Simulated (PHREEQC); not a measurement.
TMAH is added in steps, without added water, to 1 kg of water holding 1.4 mmol/kgw HF, 6.2 mmol/kgw CaCl2 and 32 mmol/kgw KCl, at 46 °C. O2 is buffered at 0.21 atm. The system is closed to CO2. Solids allowed: Fluorite, Portlandite. Others were left out.

Base run: PHREEQC, ion-association model, wateq4f.dat. Each further column changes one thing. The table gives Fluorite (mol).

```tsv
TMAH added (mol)	base	all activity coefficients set to 1	Debye-Hückel limiting law	database phreeqc.dat	metal-ligand complexes left out
0	0.000489	0.000544	0.000465	0.000492	0.000492
0.00029	0.000516	0.000567	0.000493	0.000519	0.000519
0.00058	0.000543	0.000590	0.000521	0.000546	0.000546
0.00087	0.000570	0.000612	0.000549	0.000573	0.000573
0.00116	0.000597	0.000635	0.000578	0.000600	0.000600
0.00145	0.000620	0.000654	0.000601	0.000622	0.000622
0.00174	0.000620	0.000654	0.000601	0.000622	0.000622
0.00203	0.000619	0.000654	0.000601	0.000622	0.000622
0.00232	0.000619	0.000654	0.000601	0.000622	0.000622
0.00261	0.000619	0.000654	0.000600	0.000622	0.000622
0.0029	0.000619	0.000654	0.000600	0.000622	0.000622
```

(CH3)4N+ isn't in the database: it is added as a free cation with an ion size of 4 Å. Away from 25 °C the constants follow the database's enthalpies or fits; those with neither stay at their 25 °C values. phreeqc.dat and wateq4f.dat share most of their constants, so their agreement is no independent check. Solids allowed in the column 'database phreeqc.dat': Fluorite, Sylvite.
